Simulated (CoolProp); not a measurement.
Vapour-liquid equilibrium of R134a (1) + R141b (2) at 343 K; x and y are mole fractions of (1).

Model: multi-fluid Helmholtz-energy mixture model, Tillner-Roth 1994 and Lemmon 2006; pair parameters Bell 2016, in CoolProp.

```csv
x,"bubble pressure, mixture model (kPa)","bubble pressure, Raoult's law (kPa)","y, mixture model","y, Raoult's law"
0.05,437.9,413.0,0.274,0.255
0.125,603.5,547.0,0.491,0.482
0.2,760.5,680.9,0.612,0.620
0.275,907.9,814.9,0.689,0.712
0.35,1046,948.8,0.744,0.778
0.425,1175,1083,0.785,0.828
0.5,1296,1217,0.818,0.867
0.575,1413,1351,0.846,0.898
0.65,1527,1485,0.872,0.924
0.725,1641,1619,0.897,0.945
0.8,1758,1753,0.922,0.963
0.875,1882,1886,0.948,0.979
0.95,2015,2020,0.978,0.992
```

The largest gap from Raoult's law is +11.7 % in bubble pressure, at x = 0.2. No azeotrope shows between x = 0.05 and 0.95.

The pair parameters rest on a limited set of measurements; away from them the model extrapolates.
